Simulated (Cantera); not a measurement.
An isothermal, constant-pressure homogeneous reactor starts with CH4 : H2 : H = 0.013 : 1 : 0.12 (molar parts), at 2375 K and 0.0237 atm.

Computed with Cantera and GRI-Mech 3.0 (53 species, 325 reactions). GRI-Mech 3.0 stops at C3 and has no aromatics, soot or wall deposition, so with more carbon than oxygen in the feed, carbon stays in small species such as C2H2 where larger ones or solid carbon would form. Radical loss at walls, strong at low pressure, is not modelled.

x: mole fraction; the columns are a selection and need not sum to one.

| t (s) | x CH4 | x H2 | x H | x C2H2 | x CH3 |
|---|---|---|---|---|---|
| 0.000700 | ? | 0.908 | 0.0859 | 0.00515 | 0.000581 |
| 0.00152 | ? | 0.909 | 0.0855 | 0.00545 | 0.000261 |
| 0.00332 | ? | 0.909 | 0.0853 | 0.00559 | 0.000117 |
| 0.00724 | ? | 0.909 | 0.0852 | 0.00565 | 5.30e-5 |
| 0.0158 | ? | 0.909 | 0.0853 | 0.00568 | 2.45e-5 |
| 0.0344 | ? | 0.909 | 0.0855 | 0.00569 | 1.22e-5 |
| 0.0748 | ? | 0.908 | 0.0858 | 0.00569 | 7.56e-6 |
| 0.163 | 3.75e-6 | 0.908 | 0.0864 | 0.00569 | 6.56e-6 |
| 0.355 | 3.67e-6 | 0.907 | 0.0870 | 0.00569 | 6.47e-6 |
| 0.774 | 3.64e-6 | 0.907 | 0.0873 | 0.00569 | 6.45e-6 |
| 1.69 | 3.64e-6 | 0.907 | 0.0873 | 0.00569 | 6.44e-6 |
| 3.67 | 3.64e-6 | 0.907 | 0.0873 | 0.00569 | 6.44e-6 |
| 8.00 | 3.64e-6 | 0.907 | 0.0873 | 0.00569 | 6.44e-6 |

Question: Complete the blanks.

Answer: 
- 0.000700, x CH4: 0.000336
- 0.00152, x CH4: 0.000151
- 0.00332, x CH4: 6.79e-5
- 0.00724, x CH4: 3.08e-5
- 0.0158, x CH4: 1.42e-5
- 0.0344, x CH4: 7.05e-6
- 0.0748, x CH4: 4.35e-6
